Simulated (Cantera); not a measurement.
Source: NASA polynomial tables (part measured, part estimated), evaluated in Cantera. Values are per mole of reaction as written; species without (g) are pure solids or liquids, kept so even where they would boil at 1 bar.

Q: Between 750 and 1050 K, where is each reaction favourable under standard conditions?
- S + 6 NO(g) → 3 N2O(g) + SO3(g)

A: 
- S + 6 NO(g) → 3 N2O(g) + SO3(g): ΔG° is -406 kJ at 750 K and -285 kJ at 1050 K; it stays negative (K > 1). ΔH° is -707 kJ and ΔS° -402 J/K at 1050 K.
